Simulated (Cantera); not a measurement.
An isothermal, constant-pressure homogeneous reactor starts with H2 : O2 : N2 = 0.0054 : 1 : 1.4 (molar parts), equivalence ratio 0.0027, at 1450 K and 150 Pa. Integrator tolerance rtol = 1e-08.

Computed with Cantera and GRI-Mech 3.0 (53 species, 325 reactions). Radical loss at walls, strong at low pressure, is not modelled.

Q: What does this change do: temperature 1450 to 1275 K?

A: 
| quantity | before | after |
|---|---|---|
| x(H2) at 200 s | 1.99e-6 (gas-phase equilibrium 8.51e-8) | 1.05e-6 (gas-phase equilibrium 5.00e-9) |
| x(O2) at 200 s | 0.414 (gas-phase equilibrium 0.414) | 0.415 (gas-phase equilibrium 0.415) |
| x(HO2) at 200 s | 6.77e-9 (gas-phase equilibrium 6.56e-9) | 8.05e-9 (gas-phase equilibrium 1.44e-9) |
| x(H2O) at 200 s | 0.00213 (gas-phase equilibrium 0.00222) | 0.00219 (gas-phase equilibrium 0.00224) |
| x(OH) at 200 s | 0.000217 (gas-phase equilibrium 4.49e-5) | 0.000102 (gas-phase equilibrium 7.07e-6) |
| x(H) at 200 s | 8.44e-6 (gas-phase equilibrium 7.17e-8) | 4.19e-6 (gas-phase equilibrium 1.35e-9) |
